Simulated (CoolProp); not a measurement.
A simple Rankine cycle with R141b: condensing at 305.15 K, boiler at 1.26 MPa, turbine inlet 443.4 K, turbine efficiency 0.7, pump efficiency 0.7, no recuperator. Each further row changes one setting.

Computed with CoolProp (reference Helmholtz-energy equation of state, Lemmon 2006). It is a short technical equation, of lower accuracy than the large ones.

| case | thermal efficiency (%) | net work (kJ/kg) | heat in (kJ/kg) | turbine exit temperature (K) | volume ratio over the turbine |
|---|---|---|---|---|---|
| as stated | 13.8 | 45.1 | 328 | ___ | 12.1 |
| turbine inlet 463.4 K | 13.8 | 48.0 | 349 | 397.2 | 11.9 |
| condensing temperature 297.15 K | ___ | 50.1 | 337 | 370.8 | 16.0 |
| boiler pressure 0.882 MPa | 12.2 | 40.6 | 334 | 388.4 | 8.31 |
| turbine efficiency 0.6 | 11.7 | 38.5 | 328 | ___ | 12.4 |

Q: Some entries are withheld; supply them.

A: 
- as stated, turbine exit temperature (K): 376.9
- condensing temperature 297.15 K, thermal efficiency (%): 14.8
- turbine efficiency 0.6, turbine exit temperature (K): 384.5
